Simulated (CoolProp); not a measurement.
Carbonyl sulfide at 293.15 K and 7.2 MPa is throttled through a valve to 4.98 MPa with no heat exchange. Each further row changes one setting.

Computed with CoolProp (reference Helmholtz-energy equation of state, Lemmon 2006). It is a short technical equation, of lower accuracy than the large ones.

| case | temperature change (K) | final density (kg/m³) |
|---|---|---|
| as stated | ___ | 1020 |
| outlet pressure 1.49 MPa | ___ | ___ |
| outlet pressure 6.47 MPa | ___ | 1020 |

Task: What belongs in the gaps?

Result: 
- as stated, temperature change (K): +0.4
- outlet pressure 1.49 MPa, temperature change (K): +0.9
- outlet pressure 1.49 MPa, final density (kg/m³): 1000
- outlet pressure 6.47 MPa, temperature change (K): +0.1
